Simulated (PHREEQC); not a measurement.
H3PO4 is added in steps, without added water, to 1 kg of water holding 2.1 mmol/kgw ZnSO4, 0.037 mmol/kgw MgSO4, 1.1 mmol/kgw NaH2PO4 and 20 mmol/kgw NaCl, at 75 °C. O2 is buffered at 0.21 atm. The system is closed to CO2. Nothing may precipitate in this run.

Base run: PHREEQC, ion-association model, wateq4f.dat. Each further column changes one thing. The table gives H2PO4- (mol/kgw).

| H3PO4 added (mol) | base | temperature from 75 to 10 °C | MgSO4 left out | 0.032 mol/kgw H2SO4 added | solids may form |
|---|---|---|---|---|---|
| 0 | 0.00108 | 0.00109 | 0.00108 | 0.000166 | 0.00108 |
| 0.012 | 0.00698 | 0.00818 | 0.00698 | 0.00191 | 0.00698 |
| 0.018 | 0.00882 | 0.0106 | 0.00881 | 0.00275 | 0.00882 |
| 0.03 | 0.0118 | 0.0146 | 0.0118 | 0.00434 | 0.0118 |
| 0.042 | 0.0142 | 0.0179 | 0.0142 | (withheld) | 0.0142 |
| 0.048 | 0.0153 | 0.0194 | 0.0153 | (withheld) | 0.0153 |
| 0.06 | 0.0174 | 0.0222 | 0.0174 | 0.00799 | 0.0174 |
| 0.072 | 0.0192 | 0.0248 | 0.0192 | 0.00934 | 0.0192 |
| 0.078 | 0.0201 | 0.0259 | 0.0201 | 0.00999 | 0.0201 |
| 0.09 | 0.0217 | 0.0282 | 0.0217 | 0.0113 | 0.0217 |
| 0.102 | 0.0232 | (withheld) | 0.0232 | 0.0125 | 0.0232 |
| 0.108 | 0.0240 | 0.0314 | 0.0240 | 0.0131 | 0.0240 |
| 0.12 | 0.0254 | 0.0334 | 0.0254 | 0.0143 | 0.0254 |

Task: Complete the blanks.

Result: 
- 0.042, 0.032 mol/kgw H2SO4 added: 0.00585
- 0.048, 0.032 mol/kgw H2SO4 added: 0.00658
- 0.102, temperature from 75 to 10 °C: 0.0304

H3PO4, which wateq4f.dat lacks, is added to it with the constant of phreeqc.dat. Away from 25 °C the constants follow the database's enthalpies or fits; those with neither stay at their 25 °C values. The database has no phosphate complexes of Zn. Solids allowed in the column 'solids may form': Brucite, Zn(OH)2-a, Zn4(OH)6SO4, Zn5(OH)8Cl2, Zn3(PO4)2:4w, Halite, Mirabilite, Epsomite, Goslarite.
